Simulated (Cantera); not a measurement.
Feed: 1 mol Fe₃O₄, 7.8 mol CO, equilibrated at 1.00 bar.

Cantera equilibrium calculation (NASA polynomials, part measured and part estimated; ideal gas, pure solids and liquids). Candidate condensed phases: C, Fe, Fe(CO)₅, FeO, Fe₂O₃, Fe₃O₄; 15 gas species. Mutual solubility and eutectic melting of coexisting phases are not modelled. The tables' stoichiometric FeO is somewhat more stable than real wüstite, so its field is too wide. FeO: taken at fixed stoichiometry. The numbers say what is thermodynamically allowed, not how fast it happens.

x: gas mole fraction; n: condensed amount in mol.

```tsv
T (K)	x CO	x CO₂	x Fe	x FeO	x O	n Fe(γ)	n FeO(s)	n FeO(l)
1575	0.866	0.134	6.83e-7	(withheld)	2.36e-11	0.0443	2.96	0
1650	0.871	0.129	2.70e-6	(withheld)	1.45e-10	0.00674	0	2.99
1725	0.872	0.128	8.47e-6	(withheld)	7.81e-10	0	0	3.00
1800	0.872	0.128	2.39e-5	(withheld)	3.68e-9	0	0	3.00
1875	0.872	0.128	6.17e-5	(withheld)	1.53e-8	0	0	3.00
1950	0.872	0.128	0.000147	(withheld)	5.73e-8	0	0	3.00
2025	0.871	0.128	0.000329	(withheld)	1.94e-7	0	0	3.00
2100	0.870	0.129	0.000689	(withheld)	6.02e-7	0	0	2.99
2175	0.869	0.129	0.00136	(withheld)	1.74e-6	0	0	2.99
2250	0.867	0.130	0.00256	(withheld)	4.68e-6	0	0	2.98
2325	0.863	0.132	0.00456	(withheld)	1.19e-5	0	0	2.96
2400	0.857	0.135	0.00775	(withheld)	2.90e-5	0	0	2.94
```

Question: Some entries are withheld; supply them.

Answer: 
- 1575, x FeO: 1.66e-9
- 1650, x FeO: 9.22e-9
- 1725, x FeO: 4.06e-8
- 1800, x FeO: 1.57e-7
- 1875, x FeO: 5.40e-7
- 1950, x FeO: 1.68e-6
- 2025, x FeO: 4.80e-6
- 2100, x FeO: 1.26e-5
- 2175, x FeO: 3.09e-5
- 2250, x FeO: 7.11e-5
- 2325, x FeO: 0.000154
- 2400, x FeO: 0.000318
